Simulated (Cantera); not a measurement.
An isothermal, constant-pressure homogeneous reactor starts with NO : N₂ = 1 : 2.5 (molar parts), at 1648 K and 100000 Pa. Integrator tolerance rtol = 1e-08.

Cantera simulation using GRI-Mech 3.0 (53 species, 325 reactions); the numbers are that mechanism's predictions, not measurements.

```json
[
 {"quantity": "x(NO) at 10.0 s", "before": "0.217 (gas-phase equilibrium 0.00203)", "after": "0.133 (gas-phase equilibrium 0.00155)"},
 {"quantity": "x(N₂) at 10.0 s", "before": "0.748 (gas-phase equilibrium 0.856)", "after": "0.856 (gas-phase equilibrium 0.922)"},
 {"quantity": "x(N₂O) at 10.0 s", "before": "1.78e-5 (gas-phase equilibrium 1.25e-7)", "after": "6.69e-6 (gas-phase equilibrium 9.93e-8)"},
 {"quantity": "x(O₂) at 10.0 s", "before": "0.0339 (gas-phase equilibrium 0.142)", "after": "0.0113 (gas-phase equilibrium 0.0769)"},
 {"quantity": "x(NO₂) at 10.0 s", "before": "0.000316 (gas-phase equilibrium 5.93e-6)", "after": "0.000113 (gas-phase equilibrium 3.34e-6)"},
 {"quantity": "x(O) at 10.0 s", "before": "4.85e-6 (gas-phase equilibrium 9.59e-6)", "after": "2.86e-6 (gas-phase equilibrium 7.07e-6)"}
]
```

What was changed between the two runs?
A) N2 2.5 to 0.31 parts
B) NO 1 to 1.6 parts
C) N2 2.5 to 9.1 parts
D) NO 1 to 0.46 parts

D, NO 1 to 0.46 parts
